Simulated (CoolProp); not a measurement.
A closed Brayton cycle with carbon dioxide: compressor inlet 330.15 K and 9.1 MPa, high pressure 18 MPa, turbine inlet 725 K, compressor efficiency 0.89, turbine efficiency 0.85, recuperator effectiveness 0.8 (on enthalpy, no pinch check). Each further row changes one setting.

Values from CoolProp's reference Helmholtz-energy equation of state, Span 1996.

```csv
case,thermal efficiency (%),net work (kJ/kg),compressor to turbine work,compressor exit (K),turbine exit (K)
as stated,21.7,43.5,0.42,385.1,652.2
turbine inlet 675 K,20.4,37.4,?,385.1,?
compressor inlet 340.15 K,?,39.2,?,399.3,652.2
high pressure 15.3 MPa,?,?,0.40,371.8,669.3
recuperator effectiveness 0.5,?,43.5,0.42,385.1,652.2
```

Q: Some entries are withheld; supply them.

A: 
- turbine inlet 675 K, compressor to turbine work: 0.46
- turbine inlet 675 K, turbine exit (K): 604.8
- compressor inlet 340.15 K, thermal efficiency (%): 20.8
- compressor inlet 340.15 K, compressor to turbine work: 0.48
- high pressure 15.3 MPa, thermal efficiency (%): 19.2
- high pressure 15.3 MPa, net work (kJ/kg): 34.8
- recuperator effectiveness 0.5, thermal efficiency (%): 14.8
